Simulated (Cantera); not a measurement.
Charge: 1 mol FeS, 1.6 mol SO2, 0.45 mol H2O, 2 mol SO3, held at 923 K and 158 Torr.

Cantera equilibrium calculation (NASA polynomials, part measured and part estimated; ideal gas, pure solids and liquids). Candidate condensed phases: Fe, FeO, Fe(OH)2, Fe(OH)3, FeS, FeSO4, FeS2, Fe2O3, Fe2(SO4)3, Fe3O4, H2O, H2SO4, S; 22 gas species. FeS: taken at fixed stoichiometry. Gases not in the tables: S3 to S7. The numbers say what is thermodynamically allowed, not how fast it happens.

Base state: SO2 0.881, H2O 0.0944, S2 0.0204, S2O 0.00208, H2S 0.00189, H2 8.64e-5, SO 1.02e-5 (mole fractions); condensed: FeS(s) + Fe3O4(s).

What changes in the equilibrium state with this change: pressure from 158 Torr to 720 Torr?


```
species         before    after
-------------  -------  -------
SO2              0.881    0.886
H2O             0.0944   0.0943
S2              0.0204   0.0151
S2O            0.00208  0.00243
H2             8.64e-5  5.46e-5
SO             1.02e-5  6.49e-6
H2S            0.00189  0.00220
FeS(s), mol      0.269    0.296
Fe3O4(s), mol    0.244    0.235
```

What changes in the equilibrium state with this change: temperature from 923 K to 1750 K?


```json
[
 {"species": "SO2", "before": "0.881", "after": "0.841"},
 {"species": "H2O", "before": "0.0944", "after": "0.0856"},
 {"species": "S2", "before": "0.0204", "after": "0.0417"},
 {"species": "SO", "before": "1.02e-5", "after": "0.0211"},
 {"species": "S", "before": "<1e-9", "after": "0.000219"},
 {"species": "H", "before": "<1e-9", "after": "4.07e-5"},
 {"species": "OH", "before": "<1e-9", "after": "3.18e-5"},
 {"species": "FeS(s), mol", "before": "0.269", "after": "0"},
 {"species": "Fe3O4(s), mol", "before": "0.244", "after": "0"},
 {"species": "FeO(l), mol", "before": "0", "after": "1.000"}
]
```
The tables' stoichiometric FeO is somewhat more stable than real wüstite, so its field is too wide. FeO: taken at fixed stoichiometry.
